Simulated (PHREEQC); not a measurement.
**Acid rinse or clean**

Solution (20 °C): 0.0006 mol/kgw HBr, 3.2e-05 mol/kgw NiCl2 and 1.6e-05 mol/kgw KCl. Closed to the air; pH follows from the charge balance.

Computed with PHREEQC (ion-association model, wateq4f.dat).

| Item | Result |
|---|---|
| pH | 3.23 |
| ionic strength | 0.000712 mol/kgw |
| total alkalinity | -0.600 meq/kg |

```
species  molality  activity   log γ
-------  --------  --------  ------
H+       0.000600  0.000583  -0.013
Br-      0.000600  0.000582  -0.013
Cl-       8.00e-5   7.76e-5  -0.013
Ni+2      3.19e-5   2.83e-5  -0.052
K+        1.60e-5   1.55e-5  -0.013
NiBr+     5.37e-8   5.22e-8  -0.013
NiCl+     5.69e-9   5.52e-9  -0.013
```

No solid was allowed to form.
